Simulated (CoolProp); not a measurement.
Properties of dimethyl carbonate along the isotherm 422.2 K (Tc = 557.0 K, pc = 49.09 bar, ω = 0.346).

Computed with CoolProp (reference Helmholtz-energy equation of state, Zhou 2011).

```json
[
 {"p (bar)": "7.36", "phase": "liquid", "cp (kJ/(kg K))": "2.128", "cv (kJ/(kg K))": "1.557", "isothermal compressibility (1/MPa)": "___", "expansivity (1/kK)": "1.866", "fugacity coefficient": "0.6143"},
 {"p (bar)": "14.7", "phase": "liquid", "cp (kJ/(kg K))": "___", "cv (kJ/(kg K))": "1.557", "isothermal compressibility (1/MPa)": "___", "expansivity (1/kK)": "1.841", "fugacity coefficient": "0.3142"},
 {"p (bar)": "22.1", "phase": "liquid", "cp (kJ/(kg K))": "2.119", "cv (kJ/(kg K))": "1.557", "isothermal compressibility (1/MPa)": "___", "expansivity (1/kK)": "1.816", "fugacity coefficient": "0.2135"},
 {"p (bar)": "29.5", "phase": "liquid", "cp (kJ/(kg K))": "___", "cv (kJ/(kg K))": "1.557", "isothermal compressibility (1/MPa)": "0.002731", "expansivity (1/kK)": "1.793", "fugacity coefficient": "0.1634"},
 {"p (bar)": "36.8", "phase": "liquid", "cp (kJ/(kg K))": "2.111", "cv (kJ/(kg K))": "1.557", "isothermal compressibility (1/MPa)": "0.002678", "expansivity (1/kK)": "1.771", "fugacity coefficient": "0.1338"},
 {"p (bar)": "44.2", "phase": "liquid", "cp (kJ/(kg K))": "2.107", "cv (kJ/(kg K))": "1.557", "isothermal compressibility (1/MPa)": "___", "expansivity (1/kK)": "1.749", "fugacity coefficient": "0.1138"},
 {"p (bar)": "51.5", "phase": "liquid", "cp (kJ/(kg K))": "2.104", "cv (kJ/(kg K))": "1.558", "isothermal compressibility (1/MPa)": "0.002577", "expansivity (1/kK)": "1.728", "fugacity coefficient": "0.09970"},
 {"p (bar)": "58.9", "phase": "liquid", "cp (kJ/(kg K))": "2.100", "cv (kJ/(kg K))": "1.558", "isothermal compressibility (1/MPa)": "0.002530", "expansivity (1/kK)": "1.708", "fugacity coefficient": "0.08904"},
 {"p (bar)": "66.3", "phase": "liquid", "cp (kJ/(kg K))": "2.096", "cv (kJ/(kg K))": "1.558", "isothermal compressibility (1/MPa)": "0.002484", "expansivity (1/kK)": "1.688", "fugacity coefficient": "0.08079"},
 {"p (bar)": "73.6", "phase": "liquid", "cp (kJ/(kg K))": "2.093", "cv (kJ/(kg K))": "1.558", "isothermal compressibility (1/MPa)": "0.002441", "expansivity (1/kK)": "___", "fugacity coefficient": "0.07431"}
]
```

### Question
Some entries are withheld; supply them.

### Answer

- 7.36, isothermal compressibility (1/MPa): 0.002909
- 14.7, cp (kJ/(kg K)): 2.124
- 14.7, isothermal compressibility (1/MPa): 0.002847
- 22.1, isothermal compressibility (1/MPa): 0.002788
- 29.5, cp (kJ/(kg K)): 2.115
- 44.2, isothermal compressibility (1/MPa): 0.002626
- 73.6, expansivity (1/kK): 1.670
